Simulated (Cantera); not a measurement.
Standard-state values (1 bar) from the NASA 1993 polynomials, evaluated with Cantera. Values are per mole of reaction as written; species without (g) are pure solids or liquids, kept so even where they would boil at 1 bar.

Q: Between 1000 and 2000 K, where is each reaction favourable under standard conditions?
- AlCl(g) = Al(g) + Cl(g)
- AlCl3(g) = 3 Cl(g) + Al(g)

A: 
- AlCl(g) = Al(g) + Cl(g): ΔG° is 397 kJ at 1000 K and 285 kJ at 2000 K; it stays positive (K < 1). ΔH° is 512 kJ and ΔS° 114 J/K at 2000 K.
- AlCl3(g) = 3 Cl(g) + Al(g): ΔG° is 927 kJ at 1000 K and 567 kJ at 2000 K; it stays positive (K < 1). ΔH° is 1288 kJ and ΔS° 361 J/K at 2000 K.
